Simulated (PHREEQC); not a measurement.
1 kg of water holding 7.4 mmol/kgw KCl and 150 mmol/kgw MgSO4 is evaporated at 25 °C; the solids stay in contact with the brine. The system is closed to CO2. The run lets Arcanite, Bischofite, Brucite, Carnallite, Epsomite, Hexahydrite, Kainite, Kieserite, Leonite, Misenite, Schoenite, Sylvite, MgCl2_4H2O precipitate or redissolve, and no other solid.

Computed with PHREEQC (Pitzer model, pitzer.dat).

Problem. Predict ionic strength at water left (kg) = 0.6755, 0.2082, 0.06418.

Solution. 
```tsv
water left (kg)	ionic strength
0.6755	0.899
0.2082	2.92
0.06418	9.46
```
